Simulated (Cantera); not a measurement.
Input (Python, Cantera):

```python
import numpy as np
import cantera as ct

gas = ct.Solution("gri30.yaml")
gas.TPX = 2050, 500000, {'CH4': 1, 'CO2': 0.86}
reactor = ct.IdealGasConstPressureReactor(gas, energy="off", clone=False)
net = ct.ReactorNet([reactor])
net.rtol, net.atol = 1e-08, 1e-18
show = ['CH4', 'CO2', 'C2H6', 'HO2', 'C2H', 'CH3']
times = np.geomspace(1e-06, 6, 14)

steps = ct.SolutionArray(gas, extra=["t"])
rows = []
print(f"{'t/s':>10s}{'T/K':>9s}{'P/Pa':>11s}" + "".join(f"{s:>11s}" for s in show))
for t in times:
    while net.time < t:
        t_next = net.step()
        steps.append(gas.state, t=t_next)
    rows.append([np.interp(t, steps.t, y) for y in (steps.T, steps.P, *steps(*show).X.T)])
    print(f"{t:10.3e}{rows[-1][0]:9.1f}{rows[-1][1]:11.4g}" + "".join(f"{x:11.3e}" for x in rows[-1][2:]))
rate = np.gradient(steps.T, steps.t)
print("integrator steps:", len(steps.t))
if steps.T.max() > steps.T[0] + 200:
    print(f"time of steepest temperature rise: {steps.t[rate.argmax()]:.4e} s")
gas.TPX = 2050, 500000, {'CH4': 1, 'CO2': 0.86}
gas.equilibrate("TP")
print(f"equilibrium (TP): T = {gas.T:.1f} K  " + "  ".join(f"{s} {gas[s].X[0]:.3e}" for s in show))
```

It prints:

```
       t/s      T/K       P/Pa        CH4        CO2       C2H6        HO2        C2H        CH3
 1.000e-06   2050.0      5e+05  5.287e-01  4.608e-01  3.678e-04  2.974e-12  3.005e-10  5.676e-03
 3.322e-06   2050.0      5e+05  4.977e-01  4.553e-01  3.388e-03  5.145e-12  4.565e-08  1.131e-02
 1.104e-05   2050.0      5e+05  3.714e-01  4.182e-01  4.273e-03  1.372e-11  1.033e-06  1.147e-02
 3.666e-05   2050.0      5e+05  2.058e-01  3.301e-01  1.050e-03  2.818e-11  3.408e-06  5.871e-03
 1.218e-04   2050.0      5e+05  8.725e-02  2.056e-01  2.097e-04  3.904e-11  5.087e-06  2.682e-03
 4.046e-04   2050.0      5e+05  2.840e-02  7.241e-02  3.154e-05  3.675e-11  6.140e-06  1.056e-03
 1.344e-03   2050.0      5e+05  1.728e-02  3.498e-02  1.082e-05  1.729e-11  4.599e-06  6.204e-04
 4.465e-03   2050.0      5e+05  1.220e-02  1.909e-02  4.320e-06  4.217e-12  2.554e-06  3.874e-04
 1.483e-02   2050.0      5e+05  6.999e-03  7.428e-03  1.293e-06  5.704e-13  1.274e-06  2.046e-04
 4.927e-02   2050.0      5e+05  3.792e-03  1.641e-03  4.071e-07  2.670e-14  6.971e-07  1.067e-04
 1.637e-01   2050.0      5e+05  2.809e-03  6.926e-05  2.460e-07  4.722e-17  5.469e-07  7.817e-05
 5.437e-01   2050.0      5e+05  2.766e-03  3.799e-06  2.401e-07  1.478e-19  5.407e-07  7.695e-05
 1.806e+00   2050.0      5e+05  2.766e-03  3.796e-06  2.401e-07  1.476e-19  5.407e-07  7.695e-05
 6.000e+00   2050.0      5e+05  2.766e-03  3.796e-06  2.401e-07  1.476e-19  5.407e-07  7.695e-05
integrator steps: 1933
equilibrium (TP): T = 2050.0 K  CH4 2.766e-03  CO2 3.838e-06  C2H6 2.401e-07  HO2 1.508e-19  C2H 5.407e-07  CH3 7.695e-05
```

Computed with Cantera and GRI-Mech 3.0 (53 species, 325 reactions).
